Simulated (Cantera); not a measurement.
A closed system holds: 1 mol TiCl₄, 1.5 mol O₂, 2.4 mol H₂, held at 0.113 Torr.

Equilibrium computed with Cantera from the NASA thermochemical tables; the gas is ideal and each condensed phase is pure. Candidate condensed phases: H₂O, Ti, TiCl₂, TiCl₃, TiCl₄, TiO, TiO₂, Ti₂O₃, Ti₃O₅, Ti₄O₇; 23 gas species. Condensed phases not in the tables: TiOCl. Kinetics and transport are ignored. All values below are at 802 °C.

Base state: HCl 0.836, H₂O 0.0929, O₂ 0.0600, Cl 0.00615, Cl₂ 0.00465 (mole fractions); condensed: TiO₂(rutile).

Task: What changes in the equilibrium state with this change: pressure from 0.113 Torr to 100 Torr?

Result: 
```
species             before     after
-----------------  -------  --------
HCl                  0.836     0.760
H₂O                 0.0929     0.145
Cl₂                0.00465    0.0574
O₂                  0.0600    0.0368
HOCl               4.73e-7   1.00e-5
Cl                 0.00615  0.000724
TiO₂(rutile), mol     1.00     1.000
```
Gases not in the tables: TiO(OH)₂.
